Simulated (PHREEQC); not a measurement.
Consider water at 25 °C with 0.00024 mol/kgw CO2. Closed to the air; pH follows from the charge balance.

The numbers come from PHREEQC with the ion-association model, phreeqc.dat.

```json
[
 {"quantity": "pH", "before": "5.00", "after": "5.05"},
 {"quantity": "ionic strength (mol/kgw)", "before": "1.01e-5", "after": "8.95e-6"},
 {"quantity": "CO2 (mol/kgw)", "before": "0.000230", "after": "0.000231"},
 {"quantity": "HCO3- (mol/kgw)", "before": "1.01e-5", "after": "8.95e-6"},
 {"quantity": "CO3-2 (mol/kgw)", "before": "4.76e-11", "after": "3.30e-11"}
]
```

Question: Which change was made?
(A) CO2 from 0.00024 to 2.4e-05 mol/kgw
(B) diluted 10-fold with water
(C) temperature from 25 to 10 °C
(D) CO2 replaced by Na2CO3 at the same molality

Answer: C, temperature from 25 to 10 °C

This is a speciation only: nothing precipitates in the calculation. Away from 25 °C the constants follow the database's enthalpies or fits; those with neither stay at their 25 °C values.
